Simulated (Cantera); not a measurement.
A closed system holds: 1 mol BN, 1.1 mol HCl, a varied amount of N2, equilibrated at 973.15 K and 133 Pa.

Method: chemical equilibrium by Gibbs-energy minimisation in Cantera with the NASA 1993 tables (ideal gas, pure condensed phases). Candidate condensed phases: B, BN, NH4Cl; 21 gas species. Gases not in the tables: BHCl2. Kinetics and transport are ignored.

x: gas mole fraction; n: condensed amount in mol.

```tsv
n(N2) (mol)	x N2	x HCl	x H2	x BCl3	x Cl	x Cl2	n BN(s)
0.71	0.393	0.602	0.00289	0.00193	3.14e-7	1.98e-9	0.997
2.7	0.711	0.287	0.00106	0.000705	2.48e-7	1.24e-9	0.997
4.8	0.814	0.185	0.000607	0.000405	2.10e-7	8.93e-10	0.998
6.8	0.861	0.138	0.000423	0.000282	1.88e-7	7.15e-10	0.998
8.8	0.889	?	?	?	1.73e-7	?	0.998
11	0.909	0.0904	0.000251	0.000167	1.60e-7	5.14e-10	0.998
13	0.922	0.0776	0.000209	0.000139	1.50e-7	4.57e-10	0.998
15	0.932	?	?	?	1.43e-7	?	0.998
17	0.939	0.0605	0.000154	0.000103	1.36e-7	3.75e-10	0.998
19	0.945	0.0545	0.000136	9.04e-5	1.31e-7	3.46e-10	0.998
21	0.950	0.0495	0.000121	8.06e-5	1.26e-7	3.21e-10	0.998
```

Question: What belongs in the gaps?

Answer: 
- 8.8, x HCl: 0.110
- 8.8, x H2: 0.000321
- 8.8, x BCl3: 0.000214
- 8.8, x Cl2: 6.01e-10
- 15, x HCl: 0.0680
- 15, x H2: 0.000178
- 15, x BCl3: 0.000118
- 15, x Cl2: 4.11e-10
